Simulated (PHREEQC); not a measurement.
## Leach liquor: speciation

Solution (20 °C and 300 atm): 0.0034 mol HCl, 0.00021 mol Li2SO4 and 0.00011 mol Na2SO4 per kg of water. Closed to the air; pH follows from the charge balance.

Equilibrium calculation in PHREEQC: ion-association model, phreeqc.dat.

Each row changes one thing in this solution. Precipitation was switched off in this run.

```csv
case,pH,SO4-2 (mol/kgw),HSO4- (mol/kgw),LiSO4- (mol/kgw),NaSO4- (mol/kgw),SI of Halite (NaCl)
as made,2.50,0.000275,4.43e-5,4.47e-7,2.22e-7,-7.80
Li2SO4 from 0.00021 to 0.000189 mol/kgw,2.50,0.000257,4.15e-5,3.76e-7,2.07e-7,-7.80
Na2SO4 from 0.00011 to 9.9e-05 mol/kgw,2.50,0.000266,4.28e-5,4.32e-7,1.93e-7,-7.85
temperature from 20 to 80 °C,2.52,0.000183,0.000137,2.85e-7,2.18e-7,-7.84
Li2SO4 from 0.00021 to 0.00105 mol/kgw,2.52,0.00100,0.000148,7.68e-6,7.60e-7,-7.82
temperature from 20 to 15 °C,2.50,0.000279,4.01e-5,4.51e-7,2.14e-7,-7.80
temperature from 20 to 25 °C,2.50,0.000270,4.89e-5,4.41e-7,2.28e-7,-7.81
```

Under pressure, the constants of complexes without a molar volume in the database are unreliable. At this temperature some constants are extrapolated from 25 °C, and those without enthalpy data are left unchanged.
